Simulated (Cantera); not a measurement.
# Equilibrium for silicon nitride deposition: SiCl4 + NH3

Feed: 1 mol SiCl4, 21 mol NH3, equilibrated at 1.00 bar.

Cantera equilibrium calculation (NASA polynomials, part measured and part estimated; ideal gas, pure solids and liquids). Candidate condensed phases: NH4Cl, Si, Si3N4; 28 gas species. The tables' values for SiCl3, SiCl are old estimates; treat these amounts as uncertain. Gases not in the tables: Si2H6 and higher silanes. Rates play no part.

From 773 K to 1973 K the condensed part is Si3N4(s). The main Si-bearing gas is SiCl4 at 773 K and SiCl2 at 1973 K. The share of Si in condensed phases is highest at 1223 K (99.7 %) and lowest at 1973 K (51.2 %).

```csv
T (K),x H2,x N2,x HCl,x SiCl2,x H,x NH3,x SiCl4,x SiCl3,n Si3N4(s)
773,0.681,0.227,0.0908,<1e-12,<1e-12,0.00106,0.000403,9.08e-10,0.327
923,0.681,0.227,0.0916,2.52e-10,2.02e-10,0.000270,0.000172,3.29e-8,0.331
1073,0.681,0.227,0.0919,3.19e-8,1.16e-8,9.91e-5,9.49e-5,4.35e-7,0.332
1223,0.681,0.227,0.0920,1.21e-6,2.48e-7,4.60e-5,6.12e-5,3.05e-6,0.332
1373,0.681,0.227,0.0920,2.03e-5,2.75e-6,2.52e-5,4.35e-5,1.38e-5,0.332
1523,0.681,0.227,0.0916,0.000191,1.91e-5,1.55e-5,3.25e-5,4.55e-5,0.329
1673,0.682,0.228,0.0894,0.00113,9.40e-5,1.04e-5,2.35e-5,0.000113,0.314
1823,0.683,0.229,0.0825,0.00435,0.000358,7.53e-6,1.40e-5,0.000198,0.266
1973,0.686,0.233,0.0691,0.0108,0.00112,5.76e-6,5.75e-6,0.000227,0.171
```
x: gas mole fraction; n: condensed amount in mol.
